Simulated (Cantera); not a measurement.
Feed: 1 mol toluene, 19 mol H2, 0.024 mol H2O, held at 46.0 Pa.

Cantera equilibrium calculation (NASA polynomials, part measured and part estimated; ideal gas, pure solids and liquids). Candidate condensed phases: C, C6H6, C7H8, C8H18, H2O; 110 gas species. Rates play no part.

x: gas mole fraction; n: condensed amount in mol.

| T (K) | x H2 | x H | x C2H2 (acetylene) | x CO | x C2H | x C4H2 | x CH4 | n C(graphite) |
|---|---|---|---|---|---|---|---|---|
| 1798 | 0.983 | 0.0163 | 0.000170 | 0.00103 | 2.44e-8 | 1.15e-8 | 3.44e-7 | 6.97 |
| 1823 | 0.979 | 0.0200 | 0.000207 | 0.00103 | 4.07e-8 | 1.73e-8 | 3.14e-7 | 6.97 |
| 1848 | 0.974 | 0.0244 | 0.000251 | 0.00103 | 6.71e-8 | 2.56e-8 | 2.88e-7 | 6.96 |
| 1873 | 0.969 | 0.0296 | 0.000302 | 0.00103 | 1.09e-7 | 3.75e-8 | 2.63e-7 | 6.96 |
| 1898 | 0.963 | 0.0358 | 0.000362 | 0.00102 | 1.75e-7 | 5.43e-8 | 2.41e-7 | 6.96 |
| 1923 | 0.956 | 0.0429 | 0.000431 | 0.00102 | 2.76e-7 | 7.78e-8 | 2.21e-7 | 6.96 |
| 1948 | 0.947 | ___ | ___ | 0.00101 | ___ | ___ | ___ | 6.95 |
| 1973 | 0.937 | 0.0609 | 0.000601 | 0.00101 | 6.66e-7 | 1.54e-7 | 1.85e-7 | 6.95 |
| 1998 | 0.926 | ___ | ___ | 0.00100 | ___ | ___ | ___ | 6.94 |
| 2023 | 0.914 | 0.0846 | 0.000816 | 0.000997 | 1.53e-6 | 2.93e-7 | 1.53e-7 | 6.94 |
| 2048 | 0.899 | 0.0990 | 0.000943 | 0.000990 | 2.28e-6 | 3.98e-7 | 1.39e-7 | 6.93 |
| 2073 | 0.883 | 0.115 | 0.00108 | 0.000981 | 3.36e-6 | 5.36e-7 | 1.26e-7 | 6.92 |

Some entries are withheld; supply them.


- 1948, x H: 0.0513
- 1948, x C2H2 (acetylene): 0.000510
- 1948, x C2H: 4.31e-7
- 1948, x C4H2: 1.10e-7
- 1948, x CH4: 2.02e-7
- 1998, x H: 0.0720
- 1998, x C2H2 (acetylene): 0.000702
- 1998, x C2H: 1.01e-6
- 1998, x C4H2: 2.14e-7
- 1998, x CH4: 1.68e-7
